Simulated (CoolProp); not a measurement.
Methane along the isobar 6.23 MPa: density (kg/m³) from the reference equation and from simpler models built on Tc = 190.6 K, pc = 4.599 MPa, ω = 0.011; each cubic takes its own stable root.

The numbers come from the reference Helmholtz-energy equation of state, Setzmann 1991 in CoolProp.

| T (K) | phase | reference | van der Waals | Soave-Redlich-Kwong |
|---|---|---|---|---|
| 178.9 | liquid | 305.5 | 218.2 | 281.9 |
| 202.1 | supercritical | 156.8 | 152.3 | 145.0 |
| 225.2 | supercritical | 78.49 | 81.44 | 77.80 |
| 248.4 | supercritical | 61.27 | 63.27 | 60.86 |
| 271.5 | supercritical | 51.92 | 53.51 | 51.57 |
| 294.7 | supercritical | 45.61 | 46.93 | 45.29 |
| 317.9 | supercritical | 40.96 | 42.07 | 40.67 |
| 341 | supercritical | 37.34 | 38.29 | 37.07 |
| 364.2 | supercritical | 34.39 | 35.21 | 34.14 |
| 387.3 | supercritical | 31.94 | 32.65 | 31.71 |
| 410.5 | supercritical | 29.85 | 30.47 | 29.64 |
| 433.7 | supercritical | 28.04 | 28.59 | 27.85 |
